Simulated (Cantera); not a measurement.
An adiabatic, constant-volume homogeneous reactor starts with 46.9 % H2, 11.2 % O2, 42.0 % N2, equivalence ratio 2.1, at 1023 K and 7500 Torr.

Cantera simulation using GRI-Mech 3.0 (53 species, 325 reactions); the numbers are that mechanism's predictions, not measurements. The hydrogen kinetics of GRI-Mech 3.0 are dated; newer H2 mechanisms differ, most at raised pressure.

Problem. Predict: time of steepest temperature rise; temperature at 0.800 s; equilibrium temperature; x(H2) at 0.800 s; x(O2) at 0.800 s; x(HO2) at 0.800 s; x(OH) at 0.800 s; x(NO) at 0.800 s.

Solution. 
| Property | Result |
|---|---|
| time of steepest temperature rise | 3.55 ms |
| temperature at 0.800 s | 2901 K |
| equilibrium temperature | 2901 K |
| x(H2) at 0.800 s | 0.271 (gas-phase equilibrium 0.271) |
| x(O2) at 0.800 s | 3.31e-5 (gas-phase equilibrium 3.31e-5) |
| x(HO2) at 0.800 s | 1.74e-7 (gas-phase equilibrium 1.74e-7) |
| x(OH) at 0.800 s | 0.00333 (gas-phase equilibrium 0.00333) |
| x(NO) at 0.800 s | 0.000410 (gas-phase equilibrium 0.000410) |
